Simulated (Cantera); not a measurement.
A Cantera script and its output.

```python
import numpy as np
import cantera as ct

gas = ct.Solution("gri30.yaml")
gas.TPX = 1650, 25000, {'NO': 1, 'N2': 0.5}
reactor = ct.IdealGasConstPressureReactor(gas, energy="off", clone=False)
net = ct.ReactorNet([reactor])
net.rtol, net.atol = 1e-08, 1e-18
show = ['NO', 'N2O', 'O2', 'N2', 'NO2', 'O']
times = np.geomspace(7e-06, 200, 9)

steps = ct.SolutionArray(gas, extra=["t"])
rows = []
print(f"{'t/s':>10s}{'T/K':>9s}{'P/Pa':>11s}" + "".join(f"{s:>11s}" for s in show))
for t in times:
    while net.time < t:
        t_next = net.step()
        steps.append(gas.state, t=t_next)
    rows.append([np.interp(t, steps.t, y) for y in (steps.T, steps.P, *steps(*show).X.T)])
    print(f"{t:10.3e}{rows[-1][0]:9.1f}{rows[-1][1]:11.4g}" + "".join(f"{x:11.3e}" for x in rows[-1][2:]))
rate = np.gradient(steps.T, steps.t)
print("integrator steps:", len(steps.t))
if steps.T.max() > steps.T[0] + 200:
    print(f"time of steepest temperature rise: {steps.t[rate.argmax()]:.4e} s")
gas.TPX = 1650, 25000, {'NO': 1, 'N2': 0.5}
gas.equilibrate("TP")
print(f"equilibrium (TP): T = {gas.T:.1f} K  " + "  ".join(f"{s} {gas[s].X[0]:.3e}" for s in show))
```

It prints:

```
       t/s      T/K       P/Pa         NO        N2O         O2         N2        NO2          O
 7.000e-06   1650.0    2.5e+04  6.667e-01  4.152e-08  4.685e-12  3.333e-01  9.788e-10  4.056e-08
 5.985e-05   1650.0    2.5e+04  6.667e-01  3.547e-07  3.069e-10  3.333e-01  6.345e-08  2.920e-07
 5.118e-04   1650.0    2.5e+04  6.667e-01  3.008e-06  1.353e-08  3.333e-01  2.176e-06  8.825e-07
 4.376e-03   1650.0    2.5e+04  6.666e-01  2.400e-05  6.778e-07  3.333e-01  2.542e-05  1.451e-06
 3.742e-02   1650.0    2.5e+04  6.662e-01  1.208e-04  8.750e-05  3.335e-01  1.499e-04  3.899e-06
 3.199e-01   1650.0    2.5e+04  6.627e-01  1.596e-04  1.741e-03  3.352e-01  1.990e-04  4.919e-06
 2.736e+00   1650.0    2.5e+04  6.347e-01  1.447e-04  1.564e-02  3.492e-01  3.355e-04  7.962e-06
 2.339e+01   1650.0    2.5e+04  4.608e-01  7.367e-05  1.024e-01  4.361e-01  5.686e-04  1.727e-05
 2.000e+02   1650.0    2.5e+04  1.136e-01  4.379e-06  2.763e-01  6.098e-01  2.298e-04  2.750e-05
integrator steps: 1060
equilibrium (TP): T = 1650.0 K  NO 2.767e-03  N2O 7.500e-08  O2 3.319e-01  N2 6.653e-01  NO2 6.136e-06  O 3.002e-05
```

Detailed kinetics in Cantera: GRI-Mech 3.0 (53 species, 325 reactions).
